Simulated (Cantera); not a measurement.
Charge: 1 mol Si, 0.53 mol N2O, 3.8 mol N2, equilibrated at 12.0 Torr.

Method: chemical equilibrium by Gibbs-energy minimisation in Cantera with the NASA 1993 tables (ideal gas, pure condensed phases). Candidate condensed phases: Si, SiO2, Si2N2O, Si3N4; 16 gas species. Mutual solubility and eutectic melting of coexisting phases are not modelled. The tables hold silica as quartz up to 1696 K and as liquid above; real silica turns to tridymite and cristobalite and melts near 1996 K. Kinetics and transport are ignored. All values below are at 1223 K.

Base state: N2 1.00 (mole fractions); condensed: SiO2(β-quartz) + Si2N2O(s).

**Question.** What changes in the equilibrium state with this change: 0.015 mol Cl2 added?

**Answer.** 
| species | before | after |
|---|---|---|
| N2 | 1.00 | 0.998 |
| SiCl4 | 0 | 0.00191 |
| SiCl3 | 0 | 4.29e-5 |
| SiO2(β-quartz), mol | 0.0200 | 0.0225 |
| Si2N2O(s), mol | 0.490 | 0.485 |
The tables' values for SiCl3 are old estimates; treat these amounts as uncertain.
